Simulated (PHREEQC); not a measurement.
Make-up at 25 °C: 3.4 mol/kgw NaBr, 0.095 mol/kgw KCl, 0.052 mol/kgw MgCl2 and 2 mol/kgw Li2SO4. Closed to the air; pH follows from the charge balance.

Model: Pitzer model, pitzer.dat, run in PHREEQC.

Problem. The ionic strength comes out as 9.65 mol/kgw. What activity coefficients do HSO4-, Li+, Br-, Na+, Cl- get?

Solution. HSO4- 0.11, Li+ 7.2, Br- 0.93, Na+ 2.4, Cl- 0.71. Single-ion values are on the MacInnes scale.

Precipitation was switched off in this run.
